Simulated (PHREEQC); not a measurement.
0.014 g of hydrous ferric oxide (600 m²/g; 0.2 weak and 0.005 strong sites per Fe, Dzombak-Morel constants, diffuse double layer) in 1 kg of water with 0.1 mol/kgw of an inert sodium salt and 0.0058 mmol/kgw NiCl2, at 25 °C; the pH is set by adding NaOH or the inert anion's acid. O2 is buffered at 0.21 atm. The system is closed to CO2. Precipitation was switched off in this run.

The series has 13 steps of pH, from 4 to 12.

Model: ion-association model, wateq4f.dat, run in PHREEQC.

**Question.** Near which pH is half of the Ni sorbed, and on which side is more sorbed?

**Answer.** Near pH 7.8, with more sorbed at higher pH.

**Question.** At which pH does the surface charge pass through zero?

**Answer.** Near pH 8.4.

Along this series the solution becomes supersaturated in solids that the run did not let form, among them Ni(OH)2.
